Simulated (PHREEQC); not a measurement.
Make-up at 20 °C: 1.6 mmol/kgw H3PO4, 2.2 mmol/kgw HF and 0.086 mmol/kgw NiSO4. Closed to the air; pH follows from the charge balance.

The numbers come from PHREEQC with the ion-association model, wateq4f.dat.

No solid was allowed to form.

Task: Order these F species by the share of F that they hold, largest first: HF, HF2-, H2F2, F-.

Result: HF (70 %), F- (29 %), H2F2 (0.67 %), HF2- (0.33 %)

The pH is 2.74 and the ionic strength 0.00226 mol/kgw. H3PO4, which wateq4f.dat lacks, is added to it with the constant of phreeqc.dat. The database has no phosphate complexes of Ni.
